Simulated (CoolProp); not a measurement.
Vapour-liquid equilibrium of C3F8 (R218) (1) + c-C4F8 (RC318) (2) at 271.9 K; x and y are mole fractions of (1).

Model: multi-fluid Helmholtz-energy mixture model, Lemmon 2006 and Platzer 1990; pair parameters Bell 2016, in CoolProp. This equation is an older, rougher fit; its heat capacities, sound speeds and derivatives of the liquid may be far off and weren't checked against measurements.

Give the bubble pressure and the first vapour's composition at x = 0.05, 0.15, 0.45. Is there an azeotrope?

x = 0.05: 0.1265 MPa, y = 0.079; x = 0.15: 0.1381 MPa, y = 0.253; x = 0.45: 0.2057 MPa, y = 0.702. No azeotrope shows between x = 0.05 and 0.95.

Pair parameters are fitted to limited data, so mixtures are less certain than the pure fluids.
